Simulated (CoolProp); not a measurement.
Properties of R152A along the isotherm 226.85 °C.

The numbers come from the reference Helmholtz-energy equation of state, Outcalt 1996 in CoolProp. It is a modified Benedict-Webb-Rubin equation, recast in Helmholtz form.

| p (MPa) | phase | cp (kJ/(kg K)) | speed of sound (m/s) | expansivity (1/kK) |
|---|---|---|---|---|
| 3.76 | gas | 1.620 | 239.6 | 3.202 |
| 7.53 | supercritical | 1.865 | 222.7 | 4.960 |
| 11.3 | supercritical | 2.145 | 222.7 | 6.574 |
| 15.1 | supercritical | 2.239 | 249.1 | 6.362 |
| 18.8 | supercritical | 2.184 | 289.6 | 5.239 |
| 22.6 | supercritical | 2.112 | 332.7 | 4.282 |
| 26.3 | supercritical | 2.056 | 371.7 | 3.627 |
| 30.1 | supercritical | 2.012 | 408.2 | 3.149 |
| 33.9 | supercritical | 1.978 | 441.4 | 2.796 |
| 37.6 | supercritical | 1.952 | 471.1 | 2.531 |
| 41.4 | supercritical | 1.930 | 499.3 | 2.315 |
| 45.2 | supercritical | 1.912 | 525.6 | 2.139 |
